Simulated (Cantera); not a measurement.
A closed system holds: 1 mol FeS2, 3.6 mol SO2, 0.052 mol CO2, at 1.00 bar.

Method: chemical equilibrium by Gibbs-energy minimisation in Cantera with the NASA 1993 tables (ideal gas, pure condensed phases). Candidate condensed phases: C, Fe, Fe(CO)5, FeO, FeS, FeSO4, FeS2, Fe2O3, Fe2(SO4)3, Fe3O4, S; 25 gas species. FeS: taken at fixed stoichiometry. Gases not in the tables: S3 to S7. The numbers say what is thermodynamically allowed, not how fast it happens.

x: gas mole fraction; n: condensed amount in mol.

| T (°C) | x SO2 | x S2 | x CO2 | x S2O | x SO | x CO | n FeS2(s) | n Fe3O4(s) | n FeS(s) | n FeS(l) |
|---|---|---|---|---|---|---|---|---|---|---|
| 502 | 0.985 | 0.000798 | 0.0142 | 0.000315 | 1.57e-7 | 1.43e-7 | 0.997 | 0.000945 | 0 | 0 |
| 602 | 0.976 | 0.00793 | 0.0142 | 0.00164 | 2.40e-6 | 1.56e-6 | 0.975 | 0.00840 | 0 | 0 |
| 702 | 0.864 | 0.113 | 0.0125 | 0.0107 | [?] | [?] | 0 | 0 | 1.00 | 0 |
| 802 | 0.864 | 0.113 | 0.0125 | 0.0102 | 9.86e-5 | 3.83e-5 | 0 | 0 | 1.00 | 0 |
| 902 | 0.864 | 0.113 | 0.0124 | 0.00987 | 0.000314 | 9.99e-5 | 0 | 0 | 1.00 | 0 |
| 1002 | 0.864 | 0.113 | 0.0123 | 0.00957 | [?] | [?] | 0 | 0 | 1.00 | 0 |
| 1102 | 0.863 | 0.113 | 0.0121 | 0.00931 | 0.00191 | 0.000435 | 0 | 0 | 1.00 | 0 |
| 1202 | 0.862 | 0.113 | 0.0117 | 0.00906 | 0.00392 | 0.000766 | 0 | 0 | 0 | 1.00 |

Fill in the missing entries.


- 1002, x SO: 0.000832
- 1002, x CO: 0.000222
- 702, x SO: 2.44e-5
- 702, x CO: 1.19e-5
